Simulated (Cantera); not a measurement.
A perfectly stirred reactor is fed with NH3 : N2 = 1 : 0.41 (molar parts), at 1700 Pa; it is held at 2100 K, and followed from long to short residence time.

Detailed kinetics in Cantera: the gas-phase N/H chemistry of the illustrative SiF4/NH3 mechanism in the Surface Chemkin manual (1991). Walls and surfaces, which speed up NH3 decomposition in real reactors, are not modelled.

Q: What does this change do: pressure from 1700 Pa to 13300 Pa?

A: 
```tsv
quantity	before	after
x(NH3) at τ = 23.0 s	0.0104	0.000882
x(N) at τ = 23.0 s	2.93e-6	3.24e-6
x(H) at τ = 23.0 s	0.00214	0.00506
x(H2) at τ = 23.0 s	0.611	0.618
x(N2H2) at τ = 23.0 s	9.08e-8	6.73e-9
x(NH3) at τ = 50.0 ms	0.616	0.402
x(N) at τ = 50.0 ms	1.16e-6	1.56e-6
x(H) at τ = 50.0 ms	9.00e-5	0.000258
x(H2) at τ = 50.0 ms	0.0804	0.268
x(N2H2) at τ = 50.0 ms	1.16e-5	4.22e-6
```
